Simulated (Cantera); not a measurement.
Feed: 1 mol SF₆, 0.062 mol SO₂, equilibrated at 3200 K and 18.0 Pa.

Method: chemical equilibrium by Gibbs-energy minimisation in Cantera with the NASA 1993 tables (ideal gas, pure condensed phases). Candidate condensed phases: S; 25 gas species. Equilibrium is a limit: real reactors are often held back by kinetics, nucleation or transport.

What is the equilibrium state?


```json
{
  "x(F)": "0.835",
  "x(S)": "0.148",
  "x(O)": "0.0172",
  "x(SO)": "8.07e-5",
  "x(S₂)": "2.05e-5",
  "x(SF)": "1.34e-5",
  "x(O₂)": "1.14e-6",
  "gas_amount": "7.185 mol",
  "log10 activity of S(l) (absent)": "-6.12"
}
```
